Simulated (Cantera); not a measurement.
A closed system holds: 1 mol MgO, 0.68 mol SiCl4, 0.23 mol O2, at 1.00 bar.

Method: chemical equilibrium by Gibbs-energy minimisation in Cantera with the NASA 1993 tables (ideal gas, pure condensed phases). Candidate condensed phases: Mg, MgCl2, MgO, MgSiO3, Mg2SiO4, Si, SiO2; 20 gas species. Condensed phases not in the tables: alloys, solid solutions and most ternary compounds. The numbers say what is thermodynamically allowed, not how fast it happens.

x: gas mole fraction; n: condensed amount in mol.

```json
[
 {"T (K)": "625", "x Cl2": "1.000", "x Cl": "5.23e-8", "x MgCl2": "6.03e-12", "x O2": "9.02e-6", "n MgCl2(s)": "0.900", "n MgSiO3(s)": "0.1000", "n SiO2(α-quartz)": "0.580", "n SiO2(β-quartz)": "0"},
 {"T (K)": "675", "x Cl2": "1.000", "x Cl": "3.02e-7", "x MgCl2": "1.93e-10", "x O2": "9.53e-6", "n MgCl2(s)": "0.900", "n MgSiO3(s)": "0.1000", "n SiO2(α-quartz)": "0.580", "n SiO2(β-quartz)": "0"},
 {"T (K)": "725", "x Cl2": "1.000", "x Cl": "1.37e-6", "x MgCl2": "3.77e-9", "x O2": "1.02e-5", "n MgCl2(s)": "0.900", "n MgSiO3(s)": "0.1000", "n SiO2(α-quartz)": "0.580", "n SiO2(β-quartz)": "0"},
 {"T (K)": "775", "x Cl2": "1.000", "x Cl": "5.14e-6", "x MgCl2": "4.97e-8", "x O2": "1.11e-5", "n MgCl2(s)": "0.900", "n MgSiO3(s)": "0.1000", "n SiO2(α-quartz)": "0.580", "n SiO2(β-quartz)": "0"},
 {"T (K)": "825", "x Cl2": "1.000", "x Cl": "[?]", "x MgCl2": "[?]", "x O2": "[?]", "n MgCl2(s)": "0.900", "n MgSiO3(s)": "0.1000", "n SiO2(α-quartz)": "0.580", "n SiO2(β-quartz)": "0"},
 {"T (K)": "875", "x Cl2": "1.000", "x Cl": "4.61e-5", "x MgCl2": "3.47e-6", "x O2": "1.34e-5", "n MgCl2(s)": "0.900", "n MgSiO3(s)": "0.1000", "n SiO2(α-quartz)": "0", "n SiO2(β-quartz)": "0.580"},
 {"T (K)": "925", "x Cl2": "1.000", "x Cl": "[?]", "x MgCl2": "[?]", "x O2": "[?]", "n MgCl2(s)": "0.900", "n MgSiO3(s)": "0.1000", "n SiO2(α-quartz)": "0", "n SiO2(β-quartz)": "0.580"},
 {"T (K)": "975", "x Cl2": "1.000", "x Cl": "0.000265", "x MgCl2": "9.85e-5", "x O2": "1.63e-5", "n MgCl2(s)": "0.900", "n MgSiO3(s)": "0.1000", "n SiO2(α-quartz)": "0", "n SiO2(β-quartz)": "0.580"}
]
```

**Question.** Complete the blanks.

**Answer.** 
- 825, x Cl: 1.64e-5
- 825, x MgCl2: 4.75e-7
- 825, x O2: 1.21e-5
- 925, x Cl: 0.000116
- 925, x MgCl2: 2.03e-5
- 925, x O2: 1.48e-5
